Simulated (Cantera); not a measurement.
An adiabatic, constant-volume homogeneous reactor starts with CH₄ : H₂ : O₂ : N₂ = 1 : 0.75 : 2.38 : 8.93 (molar parts), at 1275 K and 1.00 bar. Integrator tolerance rtol = 1e-08.

Model: GRI-Mech 3.0 (53 species, 325 reactions), integrated in Cantera.

What does this change do: 0.89 parts CO2 added?


```tsv
quantity	before	after
time of steepest temperature rise	0.671 ms	0.757 ms
temperature at 4.00 s	2860 K	2737 K
equilibrium temperature	2860 K	2737 K
x(CH₄) at 4.00 s	<1e-12 (gas-phase equilibrium <1e-12)	<1e-12 (gas-phase equilibrium <1e-12)
x(H₂) at 4.00 s	0.0226 (gas-phase equilibrium 0.0226)	0.0136 (gas-phase equilibrium 0.0136)
x(O₂) at 4.00 s	0.0184 (gas-phase equilibrium 0.0184)	0.0209 (gas-phase equilibrium 0.0209)
x(H₂O) at 4.00 s	0.168 (gas-phase equilibrium 0.168)	0.170 (gas-phase equilibrium 0.170)
x(CH₃) at 4.00 s	<1e-12 (gas-phase equilibrium <1e-12)	<1e-12 (gas-phase equilibrium <1e-12)
```
